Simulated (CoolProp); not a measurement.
The numbers come from the reference Helmholtz-energy equation of state, Lemmon 2003 in CoolProp. It is a pseudo-pure fit of the blend.

**Question.** For R407C, give the phase and the Z, expansivity (1/kK), viscosity (µPa s), conductivity (mW/(m K)) at 363.8 K and 8.5 bar.

**Answer.** 
- 363.8 K and 8.5 bar: gas; Z 0.933, expansivity 3.52, viscosity 15.2, conductivity 18.9

Viscosity comes from a separate model (Geller 2000). Thermal conductivity comes from a separate model (Geller 2001).
